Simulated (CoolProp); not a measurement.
Vapour-liquid equilibrium of R22 (1) + acetone (2) at 2.71 bar; x and y are mole fractions of (1).

The numbers come from the multi-fluid Helmholtz-energy mixture model, Kamei 1995 and Lemmon 2006; pair parameters Bell 2016 in CoolProp.

| x | bubble temperature (°C) | y at the bubble point | dew temperature at overall composition x (°C) | liquid density (mol/L) |
|---|---|---|---|---|
| 0.05 | 70.4 | 0.411 | 86.2 | … |
| 0.2 | 44.3 | 0.778 | 80.3 | 13.35 |
| 0.35 | … | 0.894 | … | 13.88 |
| 0.5 | 16.1 | 0.956 | … | 14.40 |
| 0.65 | 3.2 | 0.986 | 55.5 | 14.90 |
| 0.8 | -7.9 | 0.997 | 41.9 | … |
| 0.95 | -15.7 | 1.000 | 17.7 | 15.51 |

Fill in the missing entries.


- 0.05, liquid density (mol/L): 12.63
- 0.35, bubble temperature (°C): 29.4
- 0.35, dew temperature at overall composition x (°C): 73.5
- 0.5, dew temperature at overall composition x (°C): 65.5
- 0.8, liquid density (mol/L): 15.32

No azeotrope shows between x = 0.05 and 0.95.

Pair parameters are fitted to limited data, so mixtures are less certain than the pure fluids. With so large a gap from Raoult's law the liquid may split in two, which this calculation doesn't test in full.
